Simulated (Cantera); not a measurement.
What does this Cantera script print?

```python
import numpy as np
import cantera as ct

gas_names = """
    F F2 H HF H2 H2F2 H3F3 H4F4 H5F5 H6F6 H7F7 N NF NF2 NF3 NH NH2 NH3 N2 N2H2 N2H4 Si SiF SiF2 SiF3
    SiF4 SiH SiHF3 SiH2 SiH2F2 SiH3 SiH3F SiH4 SiN Si2 Si2N Si3
""".split()
cond_names = """
    Si(cr) Si(L) Si3N4(a)
""".split()


# ... load() reads the species with a 1 bar reference pressure and builds the phases ...
atoms = {
    'Si3N4': {'Si': 3, 'N': 4},
    'HF': {'H': 1, 'F': 1},
    'N2': {'N': 2},
}
top_T = {'Si3N4(a)': 2400}  # K; cautious upper limits of use, not melting points


# ... equilibrate(T, P, feed) seeds the gas with the atoms and calls Mixture.equilibrate('TP', solver="vcs", rtol=1e-11, max_steps=5000) ...
results = []
P = 13332.2  # Pa
for T in [725, 875, 1025, 1175, 1325, 1475, 1625, 1775, 1925, 2075]:
    for m in [2.4, 3.1, 4.1, 5.3, 6.9, 9.1, 12, 15, 20, 26, 34, 45]:
        feed = {'Si3N4': 1, 'HF': m, 'N2': 7.3}  # mol
        mix = equilibrate(T, P, feed)
        results.append((T, P, feed, dict(zip(mix.species_names, mix.species_moles))))

for T, P, feed, n in results:
    print(f"{T:7g} {feed['HF']:10.4g}  " + (" + ".join(c for c in cond_names if n.get(c, 0) > 1e-12) or "gas only"))
```

Result:

```
    725        2.4  Si3N4(a)
    725        3.1  Si3N4(a)
    725        4.1  Si3N4(a)
    725        5.3  Si3N4(a)
    725        6.9  Si3N4(a)
    725        9.1  Si3N4(a)
    725         12  Si3N4(a)
    725         15  gas only
    725         20  gas only
    725         26  gas only
    725         34  gas only
    725         45  gas only
    875        2.4  Si3N4(a)
    875        3.1  Si3N4(a)
    875        4.1  Si3N4(a)
    875        5.3  Si3N4(a)
    875        6.9  Si3N4(a)
    875        9.1  Si3N4(a)
    875         12  Si3N4(a)
    875         15  gas only
    875         20  gas only
    875         26  gas only
    875         34  gas only
    875         45  gas only
   1025        2.4  Si3N4(a)
   1025        3.1  Si3N4(a)
   1025        4.1  Si3N4(a)
   1025        5.3  Si3N4(a)
   1025        6.9  Si3N4(a)
   1025        9.1  Si3N4(a)
   1025         12  Si3N4(a)
   1025         15  gas only
   1025         20  gas only
   1025         26  gas only
   1025         34  gas only
   1025         45  gas only
   1175        2.4  Si3N4(a)
   1175        3.1  Si3N4(a)
   1175        4.1  Si3N4(a)
   1175        5.3  Si3N4(a)
   1175        6.9  Si3N4(a)
   1175        9.1  Si3N4(a)
   1175         12  Si3N4(a)
   1175         15  gas only
   1175         20  gas only
   1175         26  gas only
   1175         34  gas only
   1175         45  gas only
   1325        2.4  Si3N4(a)
   1325        3.1  Si3N4(a)
   1325        4.1  Si3N4(a)
   1325        5.3  Si3N4(a)
   1325        6.9  Si3N4(a)
   1325        9.1  Si3N4(a)
   1325         12  Si3N4(a)
   1325         15  gas only
   1325         20  gas only
   1325         26  gas only
   1325         34  gas only
   1325         45  gas only
   1475        2.4  Si3N4(a)
   1475        3.1  Si3N4(a)
   1475        4.1  Si3N4(a)
   1475        5.3  Si3N4(a)
   1475        6.9  Si3N4(a)
   1475        9.1  Si3N4(a)
   1475         12  gas only
   1475         15  gas only
   1475         20  gas only
   1475         26  gas only
   1475         34  gas only
   1475         45  gas only
   1625        2.4  Si3N4(a)
   1625        3.1  Si3N4(a)
   1625        4.1  Si3N4(a)
   1625        5.3  Si3N4(a)
   1625        6.9  Si3N4(a)
   1625        9.1  Si3N4(a)
   1625         12  gas only
   1625         15  gas only
   1625         20  gas only
   1625         26  gas only
   1625         34  gas only
   1625         45  gas only
   1775        2.4  Si3N4(a)
   1775        3.1  Si3N4(a)
   1775        4.1  Si3N4(a)
   1775        5.3  Si3N4(a)
   1775        6.9  Si3N4(a)
   1775        9.1  Si3N4(a)
   1775         12  gas only
   1775         15  gas only
   1775         20  gas only
   1775         26  gas only
   1775         34  gas only
   1775         45  gas only
   1925        2.4  Si3N4(a)
   1925        3.1  Si3N4(a)
   1925        4.1  Si3N4(a)
   1925        5.3  Si3N4(a)
   1925        6.9  Si3N4(a)
   1925        9.1  gas only
   1925         12  gas only
   1925         15  gas only
   1925         20  gas only
   1925         26  gas only
   1925         34  gas only
   1925         45  gas only
   2075        2.4  Si(L)
   2075        3.1  Si(L)
   2075        4.1  Si(L)
   2075        5.3  Si(L)
   2075        6.9  Si(L)
   2075        9.1  gas only
   2075         12  gas only
   2075         15  gas only
   2075         20  gas only
   2075         26  gas only
   2075         34  gas only
   2075         45  gas only
```

Method: chemical equilibrium by Gibbs-energy minimisation in Cantera with the NASA 1993 tables (ideal gas, pure condensed phases). The tables' values for SiF2, SiF3 are old estimates.
